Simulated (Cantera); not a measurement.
An isothermal, constant-pressure homogeneous reactor starts with 0.218 % CH₂O, 0.487 % O₂, 99.3 % N₂, equivalence ratio 0.45, at 1000 K and 810000 Pa.

Computed with Cantera and GRI-Mech 3.0 (53 species, 325 reactions).

Predict: x(O₂) at 1.00 s; x(CO) at 1.00 s.


- x(O₂) at 1.00 s = 0.00340 (gas-phase equilibrium 0.00268)
- x(CO) at 1.00 s = 0.00136 (gas-phase equilibrium <1e-12)
